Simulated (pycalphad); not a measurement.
All values are pycalphad results on the COST 507 light-alloy database (1999) (1 atm), not direct measurements. The database dates from 1999; later assessments differ in places, in temperatures and in the compounds included. Not assessed as a whole: an extrapolation from subsystems, which can miss ternary compounds. Amounts are mole fractions of atoms.

Question: Give the equilibrium state of Mg-0.55Al-0.22Cu-5.99Si (at.%) at 690 K.

Answer: 
```
T = 690.00 K, P = 101325 Pa, N = 1 mol of atoms
G = -30545 J/mol, H = 6426 J/mol, S = 53.58 J/(mol K)  (SER reference)
chemical potentials (J/mol): Mg -27475, Al -46629, Cu -61867, Si -75701
phase             fraction      x(Mg)      x(Al)      x(Cu)      x(Si)
HCP_A3              0.8150     0.9949     0.0050   6.37e-05   2.65e-07
MG2SI               0.1797     0.6667       none       none     0.3333
LAVES_C15           0.0053     0.3346     0.2617     0.4036   0.000138
```

Question: Give the equilibrium state of Mg-0.55Al-0.22Cu-5.99Si (at.%) at 530 K.

Answer: hcp, fraction 0.814, with 0.40 Al, <0.01 Cu, <0.01 Si at.%; MG2SI, fraction 0.180, with no Al, no Cu, 33.3 Si at.%; LAVES_C36, fraction 0.007, with 33.8 Al, 32.9 Cu, no Si at.%.

Database names, with the compositions (at.%) that they take in these runs: MG2SI: Mg 67 Si 33; LAVES_C15: Cu 39-42 Mg 33 Al 25-28; LAVES_C36: Al 32-36 Cu 31-35 Mg 33. HCP_A3 is hcp. An entry "none" or "no" means that the model of the phase leaves that element out.
